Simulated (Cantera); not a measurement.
# Premixed flame

A freely propagating, adiabatic, planar premixed flame of 18.0 % H2, 16.4 % O2, 45.9 % N2, 19.8 % H2O, unburnt at 650 K and 1.20 bar; unity-Lewis-number transport, grid criteria slope 0.08 and curve 0.16, no radiation.

Computed with Cantera and the H2/O2 subset of GRI-Mech 3.0, which has no nitrogen chemistry. Unity Lewis numbers drop preferential diffusion, which matters most where H2 and H carry the flame. Burning velocities carry a grid error of a few per cent, more on coarse grids. Lean hydrogen flames are cellular in practice and burn faster than this planar one.

```csv
z (mm),T (K),u (m/s),x H2,x O2,x H2O,x H,x HO2,x OH
-0.670,650,3.18,0.180,0.164,0.198,<1e-8,1.06e-7,<1e-8
-0.446,650,3.18,0.180,0.163,0.198,<1e-8,1.61e-6,<1e-8
-0.335,652,3.19,0.180,0.163,0.198,<1e-8,6.38e-6,<1e-8
-0.223,662,3.24,0.178,0.163,0.200,4.61e-8,4.19e-5,4.26e-8
-0.112,787,3.81,0.163,0.155,0.218,9.33e-5,0.000372,5.71e-5
-0.0558,1031,4.91,0.127,0.139,0.259,0.00248,0.000356,0.000810
0,1328,6.19,0.0688,0.111,0.320,0.0113,0.000190,0.00411
0.0558,1523,7.00,0.0306,0.0915,0.360,0.0137,0.000117,0.00893
0.112,1629,7.42,0.0180,0.0845,0.377,0.0101,8.43e-5,0.0110
0.223,1735,7.83,0.0106,0.0812,0.391,0.00493,5.38e-5,0.0110
0.446,1815,8.14,0.00552,0.0800,0.401,0.00173,2.87e-5,0.00895
0.893,1863,8.32,0.00238,0.0798,0.408,0.000464,1.28e-5,0.00629
1.79,1887,8.42,0.000906,0.0800,0.411,0.000109,5.41e-6,0.00405
```
x: mole fraction of selected species; z is measured from the peak of heat release.

```json
{
  "laminar_burning_velocity": "318 cm/s",
  "thermal_thickness": "0.223 mm",
  "peak x(H)": "0.0141",
  "peak x(HO2)": "0.000431",
  "peak x(OH)": "0.0113",
  "grid_points": "102"
}
```
